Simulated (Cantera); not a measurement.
Input (Python, Cantera) and output of one run.

```python
import numpy as np
import cantera as ct

gas_names = """
    CL CL2 H HCL H2 N NH NH2 NH3 N2 N2H2 N2H4 Si SiCL SiCL2 SiCL3 SiCL4 SiH SiHCL3 SiH2 SiH2CL2 SiH3
    SiH3CL SiH4 SiN Si2 Si2N Si3
""".split()
cond_names = """
    NH4CL(a) NH4CL(b) Si(cr) Si(L) Si3N4(a)
""".split()


# ... load() reads the species with a 1 bar reference pressure and builds the phases ...
atoms = {
    'Si2Cl6': {'Si': 2, 'CL': 6},
    'NH3': {'N': 1, 'H': 3},
    'N2': {'N': 2},
}
top_T = {'Si3N4(a)': 2400}  # K; cautious upper limits of use, not melting points


# ... equilibrate(T, P, feed) seeds the gas with the atoms and calls Mixture.equilibrate('TP', solver="vcs", rtol=1e-11, max_steps=5000) ...
results = []
feed = {'Si2Cl6': 1, 'NH3': 14, 'N2': 5.2}  # mol
P = 100000  # Pa
for T in [1798, 1848, 1898, 1948, 1998, 2048, 2098, 2148]:
    mix = equilibrate(T, P, feed)
    results.append((T, P, feed, dict(zip(mix.species_names, mix.species_moles))))

top = {s: max(r[3][s] / sum(r[3][g] for g in gas_names) for r in results) for s in gas_names}
cols = sorted((s for s in top if top[s] > 1e-05), key=lambda s: -top[s])[:7]
seen = [c for c in cond_names if any(r[3].get(c, 0) > 1e-12 for r in results)]
print("log10 of partial pressures in bar; condensed amounts in mol")
print(f"{'T/K':>10s}" + "".join(f"{s[:9]:>10s}" for s in cols + seen))
for T, P, feed, n in results:
    ng = sum(n[g] for g in gas_names)
    print(f"{T:10.4g}" + "".join(f"{np.log10(max(n[s] / ng * P / 1e5, 1e-99)):10.3f}" for s in cols)
          + "".join(f"{n.get(c, 0):10.4g}" for c in seen))
```

Output:

```
log10 of partial pressures in bar; condensed amounts in mol
       T/K        H2        N2       HCL     SiCL2         H     SiCL3      SiCL     Si(L)  Si3N4(a)
      1798    -0.279    -0.498    -0.841    -1.959    -3.593    -2.954    -5.317         0    0.5205
      1848    -0.277    -0.495    -0.869    -1.818    -3.414    -2.934    -4.935         0    0.4705
      1898    -0.275    -0.493    -0.902    -1.699    -3.244    -2.937    -4.581         0     0.414
      1948    -0.273    -0.490    -0.940    -1.600    -3.083    -2.961    -4.252         0    0.3536
      1998    -0.270    -0.487    -0.982    -1.519    -2.930    -3.002    -3.947         0    0.2916
      2048    -0.268    -0.484    -1.027    -1.453    -2.784    -3.056    -3.662         0    0.2298
      2098    -0.274    -0.473    -1.032    -1.458    -2.649    -3.134    -3.501    0.6851         0
      2148    -0.276    -0.473    -1.025    -1.467    -2.518    -3.203    -3.361    0.7031         0
```

Equilibrium computed with Cantera from the NASA thermochemical tables; the gas is ideal and each condensed phase is pure. The feed counts by its element totals alone. The tables' values for SiCl3, SiCl, SiN are old estimates; treat these amounts as uncertain. Gases not in the tables: Si2H6 and higher silanes.
